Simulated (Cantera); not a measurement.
Input: 1 mol Ti(OiPr)₄, 3.1 mol CH₄, at 1925 K and 1.00 bar.

These are equilibrium values from Cantera (NASA tables, ideal gas, pure condensed phases), not measurements of a reactor. Candidate condensed phases: C, C₆H₆, C₇H₈, C₈H₁₈, H₂O, Ti, TiC, TiO, TiO₂, Ti₂O₃, Ti₃O₅, Ti₄O₇; 113 gas species. The feed counts by its element totals alone. TiC: taken at fixed stoichiometry. Kinetics and transport are ignored.

Q: What is the equilibrium state?

A: 
```
Quantity                                 Value
-----------------------------------  ---------
x(H₂)                                    0.833
x(CO)                                    0.165
x(H)                                  0.000873
x(C₂H₂ (acetylene))                   0.000381
x(CH₄)                                0.000363
x(H₂O)                                 2.20e-5
x(CH₃)                                 7.59e-6
x(C₂H₄)                                3.31e-6
x(CO₂)                                 1.01e-6
n(C(graphite))                        10.1 mol
n(TiC(s))                             1.00 mol
gas amount                           24.20 mol
log10 activity of Ti(β) (absent)         -4.32
log10 activity of Ti₂O₃(s) (absent)      -6.44
log10 activity of Ti₃O₅(s) (absent)     -10.66
```
